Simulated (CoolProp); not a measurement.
Model: reference Helmholtz-energy equation of state, Eisenbach 2021, in CoolProp.

Q: For propylene glycol, give the phase and the cp (kJ/(kg K)), cv (kJ/(kg K)) at 273.4 K and 0.0223 MPa; 266.3 K and 0.97 MPa; 601.9 K and 0.0133 MPa.

A: 
- 273.4 K and 0.0223 MPa: liquid; cp 2.34, cv 2.04
- 266.3 K and 0.97 MPa: liquid; cp 2.29, cv 2.00
- 601.9 K and 0.0133 MPa: gas; cp 2.94, cv 2.83
